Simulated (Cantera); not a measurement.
A closed system holds: 1 mol CH₃SiCl₃, 0.046 mol C₃H₈, 6.7 mol H₂, equilibrated at 100 Torr.

These are equilibrium values from Cantera (NASA tables, ideal gas, pure condensed phases), not measurements of a reactor. Candidate condensed phases: C, C₆H₆, C₇H₈, C₈H₁₈, Si, SiC; 109 gas species. The feed counts by its element totals alone. Kinetics and transport are ignored.

Over these rows the condensed part is C(graphite) + SiC(s). Partial pressures as log10 of bar:

```json
[
 {"T (K)": "1325", "1000/T (1/K)": "0.7547", "log p SiHCl₃": "-3.97", "log p H₂": "-1.02", "log p HCl": "-1.44"},
 {"T (K)": "1425", "1000/T (1/K)": "0.7018", "log p SiHCl₃": "-4.29", "log p H₂": "-1.03", "log p HCl": "-1.42"},
 {"T (K)": "1525", "1000/T (1/K)": "0.6557", "log p SiHCl₃": "-4.60", "log p H₂": "-1.03", "log p HCl": "-1.41"},
 {"T (K)": "1625", "1000/T (1/K)": "0.6154", "log p SiHCl₃": "-4.90", "log p H₂": "-1.03", "log p HCl": "-1.41"},
 {"T (K)": "1725", "1000/T (1/K)": "0.5797", "log p SiHCl₃": "-5.17", "log p H₂": "-1.03", "log p HCl": "-1.42"},
 {"T (K)": "1825", "1000/T (1/K)": "0.5479", "log p SiHCl₃": "?", "log p H₂": "-1.03", "log p HCl": "-1.42"}
]
```

Problem. Fit log p(SiHCl₃) = a + b·(1000/T) to the five rows, give the apparent enthalpy, and predict the row at 1825 K.

Solution. Means: 1000/T = 0.6615, log p = -4.586. Sxy = 0.131668, Sxx = 0.0191604, so b = 6.87 and a = -4.586 − (6.87)×0.6615 = -9.13.
Apparent enthalpy: −19.145 × (6.87) = -132 kJ/mol. With the condensed phases at unit activity, SiC(s) + 3 HCl(g) = SiHCl₃(g) + C(graphite) + H₂(g) links this pressure to the main gases: over the six rows their terms move log p by +0.07 in all, so the slope is close to that reaction's ΔH°. The five rows lie within 0.03 of the line.
Prediction at 1825 K: -9.13 + (6.87)×0.5479 = -5.37. The computed value is -5.41, 0.04 from the line.
